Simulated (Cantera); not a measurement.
# Premixed flame

A freely propagating, adiabatic, planar premixed flame of H2 : O2 : N2 = 1 : 0.185 : 0.696 (molar parts), equivalence ratio 2.7, unburnt at 650 K and 4.80 bar; multicomponent transport, grid criteria slope 0.08 and curve 0.16, no radiation.

Computed with Cantera and the H2/O2 subset of GRI-Mech 3.0, which has no nitrogen chemistry. The hydrogen kinetics of GRI-Mech 3.0 are dated; newer H2 mechanisms differ, most at raised pressure. Burning velocities carry a grid error of a few per cent, more on coarse grids.

```csv
z (mm),T (K),u (m/s),x H2,x O2,x H2O,x H2O2,x O,x HO2
-0.203,650,9.32,0.532,0.0984,<1e-8,<1e-8,<1e-8,<1e-8
-0.136,650,9.32,0.532,0.0984,<1e-8,<1e-8,<1e-8,<1e-8
-0.102,650,9.32,0.532,0.0984,1.02e-7,<1e-8,<1e-8,5.57e-8
-0.0678,651,9.33,0.531,0.0984,6.03e-6,2.98e-8,1.98e-8,4.52e-6
-0.0339,720,10.2,0.524,0.0975,0.00328,1.43e-5,2.15e-5,0.000600
-0.0169,986,13.7,0.494,0.0878,0.0293,2.61e-5,0.000274,0.000442
0,1344,18.2,0.430,0.0589,0.0928,7.08e-6,0.00119,0.000213
0.0169,1592,21.3,0.370,0.0245,0.161,1.78e-6,0.00126,8.38e-5
0.0339,1716,22.8,0.345,0.00766,0.195,8.42e-7,0.000659,2.55e-5
0.0678,1821,24.1,0.340,0.000865,0.209,3.52e-7,0.000251,2.74e-6
0.136,1912,25.2,0.347,6.67e-5,0.213,1.75e-7,0.000136,2.55e-7
0.271,1991,26.0,0.355,1.90e-5,0.214,8.58e-8,6.84e-5,9.61e-8
0.542,2051,26.7,0.361,7.90e-6,0.216,3.82e-8,2.86e-5,4.32e-8
```
x: mole fraction of selected species; z is measured from the peak of heat release.

| Item | Result |
|---|---|
| laminar burning velocity | 932 cm/s |
| thermal thickness | 0.0678 mm |
| peak x(H2O2) | 2.78e-5 |
| peak x(O) | 0.00141 |
| peak x(HO2) | 0.000661 |
| grid points | 109 |
